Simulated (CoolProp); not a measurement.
Fluorine at several states: fugacity coefficient from the reference equation and from simpler models built on Tc = 144.4 K, pc = 5.240 MPa, ω = 0.045; each cubic takes its own stable root.

The numbers come from the reference Helmholtz-energy equation of state, de Reuck 1990 in CoolProp.

| T (K) | p (MPa) | phase | reference | Redlich-Kwong | Peng-Robinson |
|---|---|---|---|---|---|
| 88.3 | 9.48 | liquid | [?] | 0.01835 | 0.02028 |
| 109.3 | 0.0215 | gas | 0.9968 | 0.9970 | 0.9968 |
| 145.2 | 9.5 | supercritical | [?] | 0.4418 | 0.4200 |
| 208 | 20 | supercritical | 0.7095 | 0.6980 | [?] |

Some entries are withheld; supply them.


- 88.3, reference: 0.02025
- 145.2, reference: 0.4358
- 208, Peng-Robinson: 0.6733
